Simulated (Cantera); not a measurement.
A Cantera script and its output.

```python
import numpy as np
import cantera as ct

gas = ct.Solution("gri30.yaml")
gas.TPX = 1375, 40000, {'CO': 1, 'H2': 0.22, 'CH4': 0.73, 'O2': 4.6, 'N2': 17.3}
reactor = ct.IdealGasReactor(gas, energy="on", clone=False)
net = ct.ReactorNet([reactor])
net.rtol, net.atol = 1e-08, 1e-16
show = ['CO', 'H2', 'CH4', 'C2H6', 'CH3']
times = np.geomspace(2e-06, 1, 11)

steps = ct.SolutionArray(gas, extra=["t"])
rows = []
print(f"{'t/s':>10s}{'T/K':>9s}{'P/Pa':>11s}" + "".join(f"{s:>11s}" for s in show))
for t in times:
    while net.time < t:
        t_next = net.step()
        steps.append(gas.state, t=t_next)
    rows.append([np.interp(t, steps.t, y) for y in (steps.T, steps.P, *steps(*show).X.T)])
    print(f"{t:10.3e}{rows[-1][0]:9.1f}{rows[-1][1]:11.4g}" + "".join(f"{x:11.3e}" for x in rows[-1][2:]))
rate = np.gradient(steps.T, steps.t)
print("integrator steps:", len(steps.t))
if steps.T.max() > steps.T[0] + 200:
    print(f"time of steepest temperature rise: {steps.t[rate.argmax()]:.4e} s")
gas.TPX = 1375, 40000, {'CO': 1, 'H2': 0.22, 'CH4': 0.73, 'O2': 4.6, 'N2': 17.3}
gas.equilibrate("UV")
print(f"equilibrium (UV): T = {gas.T:.1f} K  " + "  ".join(f"{s} {gas[s].X[0]:.3e}" for s in show))
```

It prints:

```
       t/s      T/K       P/Pa         CO         H2        CH4       C2H6        CH3
 2.000e-06   1375.0      4e+04  4.193e-02  9.224e-03  3.061e-02  1.354e-16  5.634e-09
 7.429e-06   1375.0      4e+04  4.193e-02  9.224e-03  3.061e-02  1.633e-14  3.436e-08
 2.759e-05   1375.0      4e+04  4.193e-02  9.224e-03  3.061e-02  2.788e-12  2.319e-07
 1.025e-04   1375.0      4e+04  4.193e-02  9.224e-03  3.061e-02  4.115e-10  1.478e-06
 3.807e-04   1375.0      4e+04  4.193e-02  9.217e-03  3.058e-02  2.051e-07  2.155e-05
 1.414e-03   2171.8   6.34e+04  1.948e-02  3.845e-03  8.469e-19  1.872e-34  2.165e-17
 5.253e-03   2476.4  7.093e+04  7.856e-03  1.263e-03  3.208e-19  2.947e-36  4.407e-18
 1.951e-02   2465.9  7.059e+04  7.570e-03  1.222e-03  2.903e-19  2.463e-36  3.878e-18
 7.248e-02   2457.1  7.032e+04  7.337e-03  1.189e-03  2.664e-19  2.109e-36  3.476e-18
 2.692e-01   2456.6   7.03e+04  7.324e-03  1.188e-03  2.651e-19  2.090e-36  3.454e-18
 1.000e+00   2456.6   7.03e+04  7.324e-03  1.188e-03  2.651e-19  2.090e-36  3.454e-18
integrator steps: 1709
time of steepest temperature rise: 1.1984e-03 s
equilibrium (UV): T = 2456.6 K  CO 7.324e-03  H2 1.188e-03  CH4 3.993e-19  C2H6 4.224e-36  CH3 5.204e-18
```

Computed with Cantera and GRI-Mech 3.0 (53 species, 325 reactions).
